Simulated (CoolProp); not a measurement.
Vapour pressure (MPa) of nitrogen: the reference equation beside estimates from Tc = 126.2 K, pc = 3.396 MPa, ω = 0.037. Clausius-Clapeyron is anchored at 101.7 K with a constant enthalpy of vaporisation of 4.400 kJ/mol.

Values from CoolProp's reference Helmholtz-energy equation of state, Span 2000.

```json
[
 {"T (K)": "91.1", "reference": "0.3956", "Lee-Kesler": "0.3958", "Clausius-Clapeyron": "0.4770", "Redlich-Kwong": "0.3831"},
 {"T (K)": "93.8", "reference": "0.4924", "Lee-Kesler": "0.4928", "Clausius-Clapeyron": "0.5638", "Redlich-Kwong": "0.4832"},
 {"T (K)": "96.4", "reference": "0.6009", "Lee-Kesler": "0.6013", "Clausius-Clapeyron": "0.6565", "Redlich-Kwong": "0.5958"},
 {"T (K)": "99", "reference": "0.7257", "Lee-Kesler": "0.7260", "Clausius-Clapeyron": "0.7583", "Redlich-Kwong": "0.7256"},
 {"T (K)": "101.7", "reference": "0.8739", "Lee-Kesler": "0.8740", "Clausius-Clapeyron": "0.8739", "Redlich-Kwong": "0.8799"},
 {"T (K)": "104.3", "reference": "1.036", "Lee-Kesler": "1.036", "Clausius-Clapeyron": "0.9950", "Redlich-Kwong": "1.048"},
 {"T (K)": "106.9", "reference": "1.219", "Lee-Kesler": "1.218", "Clausius-Clapeyron": "1.126", "Redlich-Kwong": "1.238"},
 {"T (K)": "109.6", "reference": "1.432", "Lee-Kesler": "1.430", "Clausius-Clapeyron": "1.272", "Redlich-Kwong": "1.458"},
 {"T (K)": "112.2", "reference": "1.661", "Lee-Kesler": "1.659", "Clausius-Clapeyron": "1.422", "Redlich-Kwong": "1.693"},
 {"T (K)": "114.8", "reference": "1.916", "Lee-Kesler": "1.913", "Clausius-Clapeyron": "1.583", "Redlich-Kwong": "1.952"},
 {"T (K)": "117.5", "reference": "2.210", "Lee-Kesler": "2.207", "Clausius-Clapeyron": "1.759", "Redlich-Kwong": "2.248"}
]
```

Absolute difference from the reference over all 11 rows, mean and median: Lee-Kesler 0.1 and 0.1 %, Clausius-Clapeyron 11.3 and 11.2 %, Redlich-Kwong 1.5 and 1.7 %.
